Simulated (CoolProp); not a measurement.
Vapour-liquid equilibrium of R125 (1) + R143a (2) at 1760 kPa; x and y are mole fractions of (1).

Model: multi-fluid Helmholtz-energy mixture model, Lemmon 2005 and Lemmon and Jacobsen 2000; pair parameters Lemmon 2004, in CoolProp.

| x | bubble temperature, mixture model (K) | bubble temperature, Raoult's law (K) | y, mixture model | y, Raoult's law |
|---|---|---|---|---|
| 0.05 | 311.4 | 311.3 | 0.051 | 0.055 |
| 0.125 | 311.3 | 311.0 | 0.127 | 0.135 |
| 0.2 | 311.2 | 310.7 | 0.205 | 0.215 |
| 0.275 | 311.0 | 310.4 | 0.282 | 0.294 |
| 0.35 | 310.8 | 310.1 | 0.359 | 0.371 |
| 0.425 | 310.6 | 309.8 | 0.437 | 0.447 |
| 0.5 | 310.3 | 309.5 | 0.514 | 0.523 |
| 0.575 | 310.0 | 309.3 | 0.590 | 0.597 |
| 0.65 | 309.7 | 309.0 | 0.665 | 0.670 |
| 0.725 | 309.3 | 308.7 | 0.740 | 0.743 |
| 0.8 | 308.9 | 308.4 | 0.813 | 0.814 |
| 0.875 | 308.5 | 308.2 | 0.885 | 0.885 |
| 0.95 | 308.1 | 307.9 | 0.954 | 0.954 |

The largest gap from Raoult's law is +0.8 K in bubble temperature, at x = 0.5. No azeotrope shows between x = 0.05 and 0.95.

Pair parameters are fitted to limited data, so mixtures are less certain than the pure fluids.
